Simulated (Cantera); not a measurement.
What does this Cantera script print?

```python
import numpy as np
import cantera as ct

gas_names = """
    Br2 ALBr3
""".split()
cond_names = """
    Mg(cr) Mg(L) MgBr2(s) MgBr2(L) AL(cr) AL(L) Hg(cr) Hg(L) HgBr2(s) HgBr2(L)
""".split()


# ... load() reads the species with a 1 bar reference pressure and builds the phases ...
species = {s.name: s for s in load("nasa_gas.yaml", gas_names) + load("nasa_condensed.yaml", cond_names)}
# Each term lists the table entries of one substance; the one whose range holds T is used.
reactions = {
    'Mg + Br2(g) = MgBr2':
        [(-1, ['Mg(cr)', 'Mg(L)']), (-1, ['Br2']), (1, ['MgBr2(s)', 'MgBr2(L)'])],
    '0.6667 Al + Br2(g) = 0.6667 AlBr3(g)':
        [(-0.6666666666666666, ['AL(cr)', 'AL(L)']), (-1, ['Br2']), (0.6666666666666666, ['ALBr3'])],
    'Hg + Br2(g) = HgBr2':
        [(-1, ['Hg(cr)', 'Hg(L)']), (-1, ['Br2']), (1, ['HgBr2(s)', 'HgBr2(L)'])],
}


def pick(names, T):
    return next(species[n] for n in names if species[n].thermo.min_temp <= T <= species[n].thermo.max_temp)


results = []
for label, terms in reactions.items():
    print(label)
    print("     T/K   dH/kJ  dS/(J/K)   dG/kJ   log10 K")
    for T in [300, 598, 623, 648, 673, 698, 723, 748]:
        used = [(nu, pick(names, T)) for nu, names in terms]
        dH = sum(nu * s.thermo.h(T) for nu, s in used) / 1e6
        dS = sum(nu * s.thermo.s(T) for nu, s in used) / 1e3
        dG = dH - T * dS / 1e3
        logK = -dG * 1e6 / (ct.gas_constant * T * np.log(10))
        results.append((label, T, dH, dS, dG, logK, [s.name for _, s in used]))
        print(f"{T:8g} {dH:8.1f} {dS:8.1f} {dG:8.1f} {logK:8.2f}")
```

It prints:

```
Mg + Br2(g) = MgBr2
     T/K   dH/kJ  dS/(J/K)   dG/kJ   log10 K
     300   -555.2   -160.8   -506.9    88.26
     598   -550.8   -150.8   -460.6    40.23
     623   -550.4   -150.2   -456.8    38.30
     648   -550.0   -149.5   -453.1    36.52
     673   -549.6   -148.9   -449.4    34.88
     698   -549.2   -148.3   -445.7    33.35
     723   -548.8   -147.7   -441.9    31.93
     748   -548.4   -147.2   -438.3    30.60
0.6667 Al + Br2(g) = 0.6667 AlBr3(g)
     T/K   dH/kJ  dS/(J/K)   dG/kJ   log10 K
     300   -304.5    -31.4   -295.1    51.39
     598   -305.1    -32.6   -285.6    24.94
     623   -305.1    -32.7   -284.8    23.87
     648   -305.2    -32.8   -283.9    22.89
     673   -305.2    -32.9   -283.1    21.97
     698   -305.3    -33.0   -282.3    21.12
     723   -305.4    -33.1   -281.5    20.33
     748   -305.5    -33.2   -280.6    19.60
Hg + Br2(g) = HgBr2
     T/K   dH/kJ  dS/(J/K)   dG/kJ   log10 K
     300   -200.3   -151.1   -155.0    26.99
     598   -176.2   -103.0   -114.6    10.01
     623   -175.3   -101.5   -112.1     9.39
     648   -174.3   -100.0   -109.5     8.83
     673   -173.4    -98.6   -107.1     8.31
     698   -172.4    -97.2   -104.6     7.83
     723   -171.5    -95.9   -102.2     7.38
     748   -170.6    -94.6    -99.8     6.97
```

Standard-state values (1 bar) from the NASA 1993 polynomials, evaluated with Cantera. Condensed species are held in their standard states even where they would react or evaporate.
